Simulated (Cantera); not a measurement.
Charge: 1 mol SiC, 0.77 mol N2O, 91 mol H2, at 1925 °C and 5.20 mbar.

These are equilibrium values from Cantera (NASA tables, ideal gas, pure condensed phases), not measurements of a reactor. Candidate condensed phases: C, C6H6, C7H8, C8H18, H2O, Si, SiC, SiO2, Si2N2O, Si3N4; 151 gas species. Gases not in the tables: Si2H6 and higher silanes. Equilibrium is a limit: real reactors are often held back by kinetics, nucleation or transport.

Problem. What is the equilibrium state?

Solution. 
```json
{
  "x(H2)": "0.900",
  "x(H)": "0.0733",
  "x(Si)": "0.00894",
  "x(CO)": "0.00764",
  "x(N2)": "0.00735",
  "x(HCN)": "0.00107",
  "x(C2H2 (acetylene))": "0.000444",
  "x(SiO)": "0.000295",
  "x(Si2C)": "0.000277",
  "gas_amount": "97.02 mol",
  "log10 activity of C(graphite) (absent)": "-0.36",
  "log10 activity of Si(l) (absent)": "-0.89"
}
```
